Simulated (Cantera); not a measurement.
Input (Python, Cantera):

```python
import numpy as np
import cantera as ct

gas = ct.Solution("h2o2.yaml")
gas.TPX = 923, 100000, {'H2': 1.8, 'O2': 1, 'N2': 1.6, 'H2O': 0.0045}
reactor = ct.IdealGasConstPressureReactor(gas, energy="off", clone=False)
net = ct.ReactorNet([reactor])
net.rtol, net.atol = 1e-08, 1e-18
show = ['H2', 'O2', 'HO2', 'H2O2', 'OH', 'H2O', 'O']
times = np.geomspace(0.0003, 40, 13)

steps = ct.SolutionArray(gas, extra=["t"])
rows = []
print(f"{'t/s':>10s}{'T/K':>9s}{'P/Pa':>11s}" + "".join(f"{s:>11s}" for s in show))
for t in times:
    while net.time < t:
        t_next = net.step()
        steps.append(gas.state, t=t_next)
    rows.append([np.interp(t, steps.t, y) for y in (steps.T, steps.P, *steps(*show).X.T)])
    print(f"{t:10.3e}{rows[-1][0]:9.1f}{rows[-1][1]:11.4g}" + "".join(f"{x:11.3e}" for x in rows[-1][2:]))
rate = np.gradient(steps.T, steps.t)
print("integrator steps:", len(steps.t))
if steps.T.max() > steps.T[0] + 200:
    print(f"time of steepest temperature rise: {steps.t[rate.argmax()]:.4e} s")
gas.TPX = 923, 100000, {'H2': 1.8, 'O2': 1, 'N2': 1.6, 'H2O': 0.0045}
gas.equilibrate("TP")
print(f"equilibrium (TP): T = {gas.T:.1f} K  " + "  ".join(f"{s} {gas[s].X[0]:.3e}" for s in show))
```

It prints:

```
       t/s      T/K       P/Pa         H2         O2        HO2       H2O2         OH        H2O          O
 3.000e-04    923.0      1e+05  4.087e-01  2.270e-01  7.340e-09  1.201e-10  2.298e-12  1.022e-03  8.876e-12
 8.020e-04    923.0      1e+05  4.087e-01  2.270e-01  2.100e-08  9.198e-10  2.781e-12  1.022e-03  1.071e-11
 2.144e-03    923.0      1e+05  4.087e-01  2.270e-01  6.468e-08  7.235e-09  4.408e-12  1.022e-03  1.678e-11
 5.733e-03    923.0      1e+05  4.087e-01  2.270e-01  2.616e-07  6.739e-08  1.247e-11  1.022e-03  4.585e-11
 1.533e-02    923.0      1e+05  4.087e-01  2.270e-01  2.508e-06  1.304e-06  1.203e-10  1.024e-03  4.108e-10
 4.097e-02    923.0      1e+05  4.085e-01  2.269e-01  2.258e-05  7.742e-05  3.186e-09  1.187e-03  7.815e-09
 1.095e-01    923.0      1e+05  4.004e-01  2.224e-01  7.147e-05  1.237e-03  4.869e-08  1.045e-02  7.492e-08
 2.929e-01    923.0      1e+05  3.568e-01  2.009e-01  7.447e-05  1.769e-03  5.149e-08  6.487e-02  5.589e-08
 7.830e-01    923.0      1e+05  2.701e-01  1.590e-01  6.750e-05  1.440e-03  4.718e-08  1.742e-01  3.439e-08
 2.093e+00    923.0      1e+05  1.269e-01  8.985e-02  4.817e-05  6.346e-04  4.651e-08  3.548e-01  2.143e-08
 5.596e+00    923.0      1e+05  1.824e-02  3.734e-02  1.765e-05  7.733e-05  4.096e-08  4.919e-01  1.149e-08
 1.496e+01    923.0      1e+05  7.768e-04  2.891e-02  2.224e-06  1.240e-06  1.423e-08  5.139e-01  6.962e-10
 4.000e+01    923.0      1e+05  7.656e-05  2.857e-02  3.865e-07  4.048e-08  4.746e-09  5.148e-01  2.976e-11
integrator steps: 1872
equilibrium (TP): T = 923.0 K  H2 2.236e-11  O2 2.853e-02  HO2 1.246e-10  H2O2 8.430e-11  OH 3.113e-08  H2O 5.149e-01  O 2.121e-12
```

Model: the H2/O2 subset of GRI-Mech 3.0, which has no nitrogen chemistry, integrated in Cantera. Below about 950 K walls govern HO2 and H2O2 in real vessels. The temperature is held fixed by assumption; the heat of reaction is taken as removed at once.
